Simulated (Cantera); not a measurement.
A closed system holds: 1 mol SiH₂Cl₂, 0.0052 mol Cl₂, 13 mol H₂, at 0.00100 bar.

These are equilibrium values from Cantera (NASA tables, ideal gas, pure condensed phases), not measurements of a reactor. Candidate condensed phases: Si; 19 gas species. The tables' values for SiCl₃ are old estimates; treat these amounts as uncertain. Rates play no part.

log p: log10 of the partial pressure in bar; n: condensed amount in mol.

| T (°C) | log p H₂ | log p HCl | log p SiCl₄ | log p SiCl₂ | log p SiHCl₃ | n Si(s) |
|---|---|---|---|---|---|---|
| 602 | -3.02 | -4.85 | -4.56 | -6.56 | -5.40 | 0.531 |
| 652 | -3.02 | -4.63 | -4.60 | -6.08 | -5.44 | 0.561 |
| 702 | -3.03 | ___ | ___ | ___ | ___ | 0.596 |
| 752 | -3.03 | ___ | ___ | ___ | ___ | 0.631 |
| 802 | -3.04 | -4.18 | -5.01 | -5.03 | -5.77 | 0.657 |
| 852 | -3.05 | -4.11 | -5.32 | -4.85 | -6.01 | 0.668 |
| 902 | -3.05 | -4.08 | -5.72 | -4.75 | -6.32 | 0.668 |
| 952 | -3.05 | -4.06 | -6.18 | -4.69 | -6.67 | 0.662 |

**Question.** Some entries are withheld; supply them.

**Answer.** 
- 702, log p HCl: -4.45
- 702, log p SiCl₄: -4.68
- 702, log p SiCl₂: -5.66
- 702, log p SiHCl₃: -5.50
- 752, log p HCl: -4.30
- 752, log p SiCl₄: -4.80
- 752, log p SiCl₂: -5.31
- 752, log p SiHCl₃: -5.61
